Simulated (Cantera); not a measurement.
**Equilibrium for abatement and gas-phase synthesis: PH3 + H2O**

A closed system holds: 1 mol PH3, 0.92 mol H2O, equilibrated at 44000 Pa.

These are equilibrium values from Cantera (NASA tables, ideal gas, pure condensed phases), not measurements of a reactor. Candidate condensed phases: H2O, P, P4O10; 31 gas species. Ions and electrons are included (thermal ionisation). Gases not in the tables: HPO2, HPO3 and P4O6. Kinetics and transport are ignored.

```json
[
 {"T (K)": "2500", "x H": "0.0303", "x H2": "0.641", "x PO": "0.156", "x P": "0.00315", "x O": "2.60e-5", "x H2O": "0.0849", "x P2": "0.0632", "x PO2": "0.0202", "x OH": "0.000833"},
 {"T (K)": "3000", "x H": "0.174", "x H2": "0.536", "x PO": "0.189", "x P": "0.0159", "x O": "0.000823", "x H2O": "0.0383", "x P2": "0.0288", "x PO2": "0.0103", "x OH": "0.00413"},
 {"T (K)": "3500", "x H": "0.472", "x H2": "0.281", "x PO": "0.160", "x P": "0.0372", "x O": "0.0100", "x H2O": "0.0132", "x P2": "0.00860", "x PO2": "0.00484", "x OH": "0.0102"},
 {"T (K)": "4000", "x H": "0.684", "x H2": "0.0810", "x PO": "0.100", "x P": "0.0686", "x O": "0.0478", "x H2O": "0.00204", "x P2": "0.00324", "x PO2": "0.00142", "x OH": "0.0101"},
 {"T (K)": "4500", "x H": "0.721", "x H2": "0.0191", "x PO": "0.0419", "x P": "0.112", "x O": "0.0977", "x H2O": "0.000180", "x P2": "0.00152", "x PO2": "0.000199", "x OH": "0.00474"},
 {"T (K)": "5000", "x H": "0.717", "x H2": "0.00548", "x PO": "0.0122", "x P": "0.137", "x O": "0.125", "x H2O": "1.67e-5", "x P2": "0.000552", "x PO2": "1.74e-5", "x OH": "0.00177"}
]
```
x: gas mole fraction; nothing condenses.

From 2500 K to 5000 K nothing is condensed.
